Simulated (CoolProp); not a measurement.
Vapour pressure (MPa) of ammonia: the reference equation beside estimates from Tc = 405.6 K, pc = 11.36 MPa, ω = 0.256. Clausius-Clapeyron is anchored at 315.5 K with a constant enthalpy of vaporisation of 18.54 kJ/mol.

Model: reference Helmholtz-energy equation of state, Gao 2020, in CoolProp.

```csv
T (K),reference,Lee-Kesler,Clausius-Clapeyron,van der Waals,Redlich-Kwong,Soave-Redlich-Kwong,Peng-Robinson
308.5,1.364,1.375,1.413,3.436,1.931,1.377,1.363
315.5,1.658,1.674,1.658,3.823,2.283,1.679,1.659
322.4,___,2.013,1.929,4.230,2.671,2.021,1.996
329.4,2.384,2.406,2.235,4.671,3.109,2.420,2.389
336.3,2.821,2.845,2.568,5.132,3.588,2.868,2.830
343.3,3.324,3.349,2.939,5.628,4.121,3.381,3.337
350.2,3.882,3.908,3.340,___,4.698,___,3.900
357.2,4.518,4.542,3.784,6.699,5.336,4.598,4.542
364.1,___,5.239,4.260,7.275,6.019,5.308,5.248
371.1,6.007,___,4.781,7.888,6.769,6.107,6.046
```

### Question
Fill in the missing entries.

### Answer

- 322.4, reference: 1.994
- 350.2, van der Waals: 6.145
- 350.2, Soave-Redlich-Kwong: 3.951
- 364.1, reference: 5.217
- 371.1, Lee-Kesler: 6.027

Absolute difference from the reference over all 10 rows, mean and median: Lee-Kesler 0.7 and 0.8 %, Clausius-Clapeyron 10.3 and 10.3 %, van der Waals 81.9 and 75.6 %, Redlich-Kwong 26.2 and 25.6 %, Soave-Redlich-Kwong 1.5 and 1.7 %, Peng-Robinson 0.3 and 0.4 %.
